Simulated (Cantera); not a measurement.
Feed: 1 mol SiO₂, 2.2 mol CO, 0.12 mol N₂, at 9.75 Torr.

Cantera equilibrium calculation (NASA polynomials, part measured and part estimated; ideal gas, pure solids and liquids). Candidate condensed phases: C, Si, SiC, SiO₂, Si₂N₂O, Si₃N₄; 34 gas species. The tables hold silica as quartz up to 1696 K and as liquid above; real silica turns to tridymite and cristobalite and melts near 1996 K. Equilibrium is a limit: real reactors are often held back by kinetics, nucleation or transport.

x: gas mole fraction; n: condensed amount in mol.

```
T (K)   x CO    x N₂     x SiO     x CO₂    x SiO₂      x NO  n SiO₂(β-quartz)  n SiO₂(condensed)
-----  -----  ------  --------  --------  --------  --------  ----------------  -----------------
1500   0.948  0.0517  0.000220  0.000220  1.64e-10  6.81e-12             0.999                  0
1550   0.947  0.0517  0.000425  0.000425  7.58e-10  3.45e-11             0.999                  0
1600   0.947  0.0517       ___       ___   3.17e-9       ___             0.998                  0
1650   0.946  0.0517   0.00141   0.00141   1.22e-8  6.55e-10             0.997                  0
1700   0.944  0.0516   0.00242   0.00242   4.29e-8   2.50e-9                 0              0.994
1750   0.940  0.0515       ___       ___   1.39e-7       ___                 0              0.991
1800   0.936  0.0514   0.00643   0.00643   4.19e-7   2.87e-8                 0              0.985
1850   0.929  0.0512    0.0100    0.0100   1.19e-6   8.80e-8                 0              0.976
```

**Question.** Some entries are withheld; supply them.

**Answer.** 
- 1600, x SiO: 0.000789
- 1600, x CO₂: 0.000789
- 1600, x NO: 1.58e-10
- 1750, x SiO: 0.00401
- 1750, x CO₂: 0.00401
- 1750, x NO: 8.79e-9
